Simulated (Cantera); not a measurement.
# Diamond growth

A diamond (100) surface in a fixed gas of H2 with x(CH4) = 0.0049, x(H) = 0.00075, x(CH3) = 0.00069, 8600 Pa; coverages are run to steady state.

Detailed kinetics in Cantera: the Harris–Goodwin 1993 mechanism for the reconstructed diamond (100) surface.

```csv
T (K),growth (µm/h),θ c6HH,θ c6H*,θ c6*H,θ c6**,θ c6HM
900,9.05,0.369,0.00547,0.153,0.00181,0.378
950,12.6,0.380,0.00811,0.192,0.00298,0.319
1000,16.0,0.395,0.0116,0.238,0.00469,0.256
1050,17.3,0.419,0.0165,0.296,0.00717,0.181
1100,14.6,0.448,0.0229,0.363,0.0105,0.101
1150,9.99,0.462,0.0296,0.419,0.0141,0.0441
1200,6.72,0.459,0.0355,0.455,0.0174,0.0166
1250,5.25,0.448,0.0407,0.474,0.0201,0.00594
1300,4.70,0.438,0.0452,0.483,0.0224,0.00214
1350,4.12,0.432,0.0494,0.487,0.0243,0.000781
1400,3.02,0.430,0.0531,0.486,0.0260,0.000291
```
θ: site fractions in the mechanism's names (c6HH fully hydrogenated, c6H* and c6*H radical sites, c6** diradical, c6HM methylated).
